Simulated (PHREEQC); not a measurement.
Synthetic water in mg/L, 10 °C, pH 6.3, pe 11.7: Na 4.28; K 0.228; Ca 16.7; Mg 2.85; Cl 16.1; S(6) as SO4 21.6; Alkalinity as HCO3 20.8; Li 0.141; Si as SiO2 0.0161.

Valence states are taken as typed.

The numbers come from PHREEQC with the ion-association model, phreeqc.dat.

Each row changes one thing in this solution. Precipitation was switched off in this run.

```json
[
 {"case": "as made", "CO2 (mol/kgw)": "0.000472", "HCO3- (mol/kgw)": "0.000340", "CaSO4 (mol/kgw)": "9.34e-6", "MgSO4 (mol/kgw)": "2.60e-6", "CaHCO3+ (mol/kgw)": "1.06e-6", "MgHCO3+ (mol/kgw)": "3.62e-7", "SI of Quartz (SiO2)": "-2.36", "SI of Gypsum (CaSO4:2H2O)": "-2.64"},
 {"case": "pH from 6.3 to 6.6 at the same alkalinity", "CO2 (mol/kgw)": "0.000236", "HCO3- (mol/kgw)": "0.000340", "CaSO4 (mol/kgw)": "9.34e-6", "MgSO4 (mol/kgw)": "2.60e-6", "CaHCO3+ (mol/kgw)": "1.06e-6", "MgHCO3+ (mol/kgw)": "3.61e-7", "SI of Quartz (SiO2)": "-2.36", "SI of Gypsum (CaSO4:2H2O)": "-2.64"},
 {"case": "K from 0.228 to 0.114 mg/L", "CO2 (mol/kgw)": "0.000472", "HCO3- (mol/kgw)": "0.000340", "CaSO4 (mol/kgw)": "9.34e-6", "MgSO4 (mol/kgw)": "2.60e-6", "CaHCO3+ (mol/kgw)": "1.06e-6", "MgHCO3+ (mol/kgw)": "3.62e-7", "SI of Quartz (SiO2)": "-2.36", "SI of Gypsum (CaSO4:2H2O)": "-2.64"},
 {"case": "Alkalinity from 20.8 to 62.4 mg/L", "CO2 (mol/kgw)": "0.00141", "HCO3- (mol/kgw)": "0.00102", "CaSO4 (mol/kgw)": "9.05e-6", "MgSO4 (mol/kgw)": "2.52e-6", "CaHCO3+ (mol/kgw)": "3.12e-6", "MgHCO3+ (mol/kgw)": "1.06e-6", "SI of Quartz (SiO2)": "-2.36", "SI of Gypsum (CaSO4:2H2O)": "-2.65"}
]
```

Species that the database lacks are ignored. Away from 25 °C the constants follow the database's enthalpies or fits; those with neither stay at their 25 °C values.
